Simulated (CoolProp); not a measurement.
Properties of toluene along the isotherm 281.25 °C (Tc = 318.6 °C, pc = 41.26 bar, ω = 0.266).

Values from CoolProp's reference Helmholtz-energy equation of state, Lemmon 2006. It is a short technical equation, of lower accuracy than the large ones.

| p (bar) | phase | cp (kJ/(kg K)) | cv (kJ/(kg K)) | speed of sound (m/s) | Joule-Thomson coefficient (K/MPa) | isothermal compressibility (1/MPa) | Prandtl number |
|---|---|---|---|---|---|---|---|
| 0.326 | gas | 2.013 | 1.921 | 228.1 | 9.065 | 30.79 | 0.713 |
| 0.479 | gas | 2.014 | 1.921 | 227.8 | 9.088 | 20.99 | 0.714 |
| 0.703 | gas | 2.016 | 1.922 | 227.3 | 9.121 | 14.34 | 0.715 |
| 1.03 | gas | 2.018 | 1.923 | 226.5 | 9.170 | 9.822 | 0.716 |
| 1.51 | gas | 2.022 | 1.925 | 225.4 | 9.243 | 6.737 | 0.717 |
| 2.22 | gas | 2.028 | 1.927 | 223.7 | 9.355 | 4.622 | 0.720 |
| 3.26 | gas | 2.038 | 1.931 | 221.2 | 9.526 | 3.188 | 0.723 |
| 4.79 | gas | 2.053 | 1.936 | 217.4 | 9.794 | 2.214 | 0.729 |
| 7.03 | gas | 2.077 | 1.944 | 211.6 | 10.23 | 1.559 | 0.739 |
| 10.3 | gas | 2.121 | 1.958 | 202.4 | 10.98 | 1.124 | 0.756 |
| 15.1 | gas | 2.214 | 1.981 | 187.1 | 12.44 | 0.8529 | 0.789 |
| 22.2 | gas | 2.524 | 2.033 | 157.7 | 16.32 | 0.7650 | 0.880 |
| 32.6 | liquid | 2.976 | 2.052 | 317.0 | 1.059 | 0.02647 | 3.01 |
| 47.9 | liquid | 2.813 | 2.044 | 369.3 | 0.6785 | 0.01792 | 3.00 |
| 70.3 | liquid | 2.698 | 2.038 | 426.6 | 0.4024 | 0.01249 | 3.03 |
| 103 | liquid | 2.611 | 2.033 | 490.9 | 0.1951 | 0.008842 | 3.09 |

Viscosity comes from a separate model (Avgeri 2015). Thermal conductivity comes from a separate model (Assael 2012).
